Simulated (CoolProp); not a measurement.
Vapour-liquid equilibrium of CH3F (R41) (1) + chloromethane (R40) (2) at 289.8 K; x and y are mole fractions of (1).

Model: multi-fluid Helmholtz-energy mixture model, Lemmon 2006 and Thol 2014; pair parameters Bell 2016, in CoolProp.

**Question.** Give the bubble pressure and the first vapour's composition at x = 0.55, 0.75, 0.95. Is there an azeotrope?

**Answer.** x = 0.55: 1850 kPa, y = 0.843; x = 0.75: 2369 kPa, y = 0.916; x = 0.95: 2960 kPa, y = 0.982. No azeotrope shows between x = 0.05 and 0.95.

The pair parameters rest on a limited set of measurements; away from them the model extrapolates.
